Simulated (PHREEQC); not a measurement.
Make-up at 30 °C: 69 mmol/kgw CdCl2 and 16.2 mmol/kgw LiOH. Closed to the air; pH follows from the charge balance.

Computed with PHREEQC (ion-association model, wateq4f.dat).

This is a speciation only: nothing precipitates in the calculation.

Question: Estimate the pH, ionic strength.

Answer: pH 9.10; ionic strength 0.0884 mol/kgw.

Question: In which forms is Cl present?

Answer: Cl- 55 %, CdCl+ 24 %, CdOHCl 11 %, CdCl2 9.3 %, CdCl3- 0.7 % of the Cl.

Saturation is exceeded, for instance for CdOHCl, Cd(OH)2; the values hold only as long as no solid forms.
